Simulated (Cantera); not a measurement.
An isothermal plug-flow reactor at 1250 K and 101000 Pa (inlet), inlet velocity 2.1 m/s, active area per volume 100 1/m; feed CH₄ : O₂ : N₂ = 0.0033 : 0.015 : 0.79 (molar parts).

Cantera simulation using Deutschmann's 1995 Pt surface mechanism with GRI-Mech 3.0 gas chemistry; the numbers are that mechanism's predictions, not measurements. Catalytic surfaces can have several steady states; this one follows from the mechanism file's or the stated starting coverage. Mass transfer to the wall is taken as infinitely fast.

x: gas mole fraction; θ: surface coverage.

```tsv
z (m)	x CH₄	x O₂	x H₂O	x CO₂	x CO	θ free Pt	θ O*
5.2e-05	0.00407	0.0185	2.04e-5	…	2.31e-6	0.604	0.396
8.6e-05	0.00407	0.0185	3.38e-5	…	3.51e-6	0.604	0.396
0.00014	0.00405	0.0185	5.50e-5	…	5.01e-6	0.604	0.395
0.00024	0.00404	0.0185	9.42e-5	…	6.85e-6	0.605	0.395
0.0004	0.00400	0.0184	0.000157	…	8.30e-6	0.605	0.395
0.00067	0.00395	0.0183	0.000261	…	9.04e-6	0.605	0.394
0.0011	0.00387	0.0181	0.000424	…	9.09e-6	0.606	0.394
0.0019	0.00372	0.0178	0.000721	…	8.79e-6	0.607	0.393
0.0031	0.00350	0.0174	0.00115	…	8.32e-6	0.608	0.392
0.0052	0.00315	0.0167	0.00184	…	7.55e-6	0.610	0.389
```

Problem. What belongs in the gaps?

Solution. 
- 5.2e-05, x CO₂: 7.90e-6
- 8.6e-05, x CO₂: 1.34e-5
- 0.00014, x CO₂: 2.25e-5
- 0.00024, x CO₂: 4.01e-5
- 0.0004, x CO₂: 6.98e-5
- 0.00067, x CO₂: 0.000121
- 0.0011, x CO₂: 0.000202
- 0.0019, x CO₂: 0.000350
- 0.0031, x CO₂: 0.000562
- 0.0052, x CO₂: 0.000906
